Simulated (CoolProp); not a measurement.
Vapour-liquid equilibrium of benzene (1) + ethylbenzene (2) at 182.35 °C; x and y are mole fractions of (1).

Values from CoolProp's multi-fluid Helmholtz-energy mixture model, Thol 2012 and Zhou 2012; pair parameters Bell 2016.

```json
[
 {"x": "0.05", "bubble pressure (kPa)": "332.5", "y at the bubble point": "0.126", "dew pressure at overall composition x (kPa)": "314.1", "liquid density (mol/L)": "6.796"},
 {"x": "0.2", "bubble pressure (kPa)": "426.0", "y at the bubble point": "0.410", "dew pressure at overall composition x (kPa)": "352.8", "liquid density (mol/L)": "7.070"},
 {"x": "0.35", "bubble pressure (kPa)": "528.3", "y at the bubble point": "0.604", "dew pressure at overall composition x (kPa)": "402.3", "liquid density (mol/L)": "7.360"},
 {"x": "0.5", "bubble pressure (kPa)": "639.8", "y at the bubble point": "0.744", "dew pressure at overall composition x (kPa)": "468.1", "liquid density (mol/L)": "7.664"},
 {"x": "0.65", "bubble pressure (kPa)": "760.4", "y at the bubble point": "0.847", "dew pressure at overall composition x (kPa)": "560.3", "liquid density (mol/L)": "7.982"},
 {"x": "0.8", "bubble pressure (kPa)": "889.2", "y at the bubble point": "0.924", "dew pressure at overall composition x (kPa)": "700.3", "liquid density (mol/L)": "8.313"},
 {"x": "0.95", "bubble pressure (kPa)": "1024", "y at the bubble point": "0.983", "dew pressure at overall composition x (kPa)": "942.8", "liquid density (mol/L)": "8.652"}
]
```

No azeotrope shows between x = 0.05 and 0.95.

The pair parameters rest on a limited set of measurements; away from them the model extrapolates.
